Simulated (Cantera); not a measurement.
An adiabatic, constant-pressure homogeneous reactor starts with CH4 : O2 : N2 = 1 : 1.25 : 4.7 (molar parts), equivalence ratio 1.6, at 1575 K and 0.503 atm. Integrator tolerance rtol = 1e-08.

Detailed kinetics in Cantera: GRI-Mech 3.0 (53 species, 325 reactions).

Task: What does this change do: 0.17 parts CO2 added?

Result: 
| quantity | before | after |
|---|---|---|
| time of steepest temperature rise | 1.16 ms | 1.21 ms |
| temperature at 5.00 s | 2674 K | 2647 K |
| equilibrium temperature | 2674 K | 2647 K |
| x(CH4) at 5.00 s | <1e-12 (gas-phase equilibrium <1e-12) | <1e-12 (gas-phase equilibrium <1e-12) |
| x(O2) at 5.00 s | 0.000983 (gas-phase equilibrium 0.000983) | 0.00115 (gas-phase equilibrium 0.00115) |
| x(C2H) at 5.00 s | <1e-12 (gas-phase equilibrium <1e-12) | <1e-12 (gas-phase equilibrium <1e-12) |
| x(O) at 5.00 s | 0.00143 (gas-phase equilibrium 0.00143) | 0.00137 (gas-phase equilibrium 0.00137) |
| x(N2O) at 5.00 s | 6.35e-8 (gas-phase equilibrium 6.35e-8) | 6.43e-8 (gas-phase equilibrium 6.43e-8) |
| x(OH) at 5.00 s | 0.00916 (gas-phase equilibrium 0.00916) | 0.00906 (gas-phase equilibrium 0.00906) |

Task: What does this change do: initial temperature 1575 to 1375 K?

Result: 
| quantity | before | after |
|---|---|---|
| time of steepest temperature rise | 1.16 ms | 9.76 ms |
| temperature at 5.00 s | 2674 K | 2574 K |
| equilibrium temperature | 2674 K | 2574 K |
| x(CH4) at 5.00 s | <1e-12 (gas-phase equilibrium <1e-12) | <1e-12 (gas-phase equilibrium <1e-12) |
| x(O2) at 5.00 s | 0.000983 (gas-phase equilibrium 0.000983) | 0.000431 (gas-phase equilibrium 0.000431) |
| x(C2H) at 5.00 s | <1e-12 (gas-phase equilibrium <1e-12) | <1e-12 (gas-phase equilibrium <1e-12) |
| x(O) at 5.00 s | 0.00143 (gas-phase equilibrium 0.00143) | 0.000604 (gas-phase equilibrium 0.000604) |
| x(N2O) at 5.00 s | 6.35e-8 (gas-phase equilibrium 6.35e-8) | 3.60e-8 (gas-phase equilibrium 3.60e-8) |
| x(OH) at 5.00 s | 0.00916 (gas-phase equilibrium 0.00916) | 0.00573 (gas-phase equilibrium 0.00573) |
